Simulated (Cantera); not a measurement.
An adiabatic, constant-volume homogeneous reactor starts with 7.77 % CH4, 3.57 % CO, 8.62 % O2, 80.0 % N2, equivalence ratio 2.0, at 1423 K and 7500 Torr.

Model: GRI-Mech 3.0 (53 species, 325 reactions), integrated in Cantera.

Problem. Predict: time of steepest temperature rise; temperature at 2.00 s; equilibrium temperature; x(CH4) at 2.00 s; x(CO) at 2.00 s; x(O2) at 2.00 s; x(NO) at 2.00 s; x(HCN) at 2.00 s.

Solution. 
```
Property                                                             Value
---------------------------------  ---------------------------------------
time of steepest temperature rise                                  1.63 ms
temperature at 2.00 s                                               2295 K
equilibrium temperature                                             2295 K
x(CH4) at 2.00 s                   1.14e-9 (gas-phase equilibrium 1.27e-9)
x(CO) at 2.00 s                      0.0900 (gas-phase equilibrium 0.0900)
x(O2) at 2.00 s                    2.39e-7 (gas-phase equilibrium 2.39e-7)
x(NO) at 2.00 s                    1.62e-5 (gas-phase equilibrium 1.62e-5)
x(HCN) at 2.00 s                   7.67e-7 (gas-phase equilibrium 7.67e-7)
```
